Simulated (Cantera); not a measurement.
Cantera run, input and output.

```python
import numpy as np
import cantera as ct

gas = ct.Solution("gri30.yaml")
gas.TPX = 1625, 500000, {'CH4': 1, 'H2O': 0.4, 'H2': 0.92}
reactor = ct.IdealGasConstPressureReactor(gas, energy="off", clone=False)
net = ct.ReactorNet([reactor])
net.rtol, net.atol = 1e-08, 1e-18
show = ['CH4', 'H2O', 'H2', 'C2H4', 'OH', 'CO']
times = np.geomspace(0.0008, 80, 11)

steps = ct.SolutionArray(gas, extra=["t"])
rows = []
print(f"{'t/s':>10s}{'T/K':>9s}{'P/Pa':>11s}" + "".join(f"{s:>11s}" for s in show))
for t in times:
    while net.time < t:
        t_next = net.step()
        steps.append(gas.state, t=t_next)
    rows.append([np.interp(t, steps.t, y) for y in (steps.T, steps.P, *steps(*show).X.T)])
    print(f"{t:10.3e}{rows[-1][0]:9.1f}{rows[-1][1]:11.4g}" + "".join(f"{x:11.3e}" for x in rows[-1][2:]))
rate = np.gradient(steps.T, steps.t)
print("integrator steps:", len(steps.t))
if steps.T.max() > steps.T[0] + 200:
    print(f"time of steepest temperature rise: {steps.t[rate.argmax()]:.4e} s")
gas.TPX = 1625, 500000, {'CH4': 1, 'H2O': 0.4, 'H2': 0.92}
gas.equilibrate("TP")
print(f"equilibrium (TP): T = {gas.T:.1f} K  " + "  ".join(f"{s} {gas[s].X[0]:.3e}" for s in show))
```

Output:

```
       t/s      T/K       P/Pa        CH4        H2O         H2       C2H4         OH         CO
 8.000e-04   1625.0      5e+05  4.174e-01  1.714e-01  4.055e-01  3.454e-03  2.549e-07  1.905e-05
 2.530e-03   1625.0      5e+05  3.894e-01  1.683e-01  4.263e-01  6.645e-03  2.514e-07  7.432e-05
 8.000e-03   1625.0      5e+05  3.223e-01  1.602e-01  4.776e-01  9.706e-03  2.420e-07  3.122e-04
 2.530e-02   1625.0      5e+05  2.213e-01  1.474e-01  5.549e-01  1.568e-02  2.347e-07  1.414e-03
 8.000e-02   1625.0      5e+05  1.623e-01  1.353e-01  6.033e-01  1.967e-02  2.304e-07  5.842e-03
 2.530e-01   1625.0      5e+05  1.561e-01  1.181e-01  6.198e-01  1.853e-02  2.002e-07  1.887e-02
 8.000e-01   1625.0      5e+05  1.491e-01  8.410e-02  6.489e-01  1.550e-02  1.393e-07  4.656e-02
 2.530e+00   1625.0      5e+05  1.356e-01  4.027e-02  6.890e-01  1.146e-02  6.477e-08  8.442e-02
 8.000e+00   1625.0      5e+05  1.222e-01  8.812e-03  7.201e-01  8.568e-03  1.387e-08  1.129e-01
 2.530e+01   1625.0      5e+05  1.179e-01  2.056e-04  7.290e-01  7.792e-03  3.217e-10  1.209e-01
 8.000e+01   1625.0      5e+05  1.178e-01  1.046e-05  7.292e-01  7.774e-03  1.638e-11  1.210e-01
integrator steps: 1322
equilibrium (TP): T = 1625.0 K  CH4 1.178e-01  H2O 1.072e-05  H2 7.292e-01  C2H4 7.774e-03  OH 1.679e-11  CO 1.210e-01
```

Detailed kinetics in Cantera: GRI-Mech 3.0 (53 species, 325 reactions). GRI-Mech 3.0 stops at C3 and has no aromatics, soot or wall deposition, so with more carbon than oxygen in the feed, carbon stays in small species such as C2H2 where larger ones or solid carbon would form.
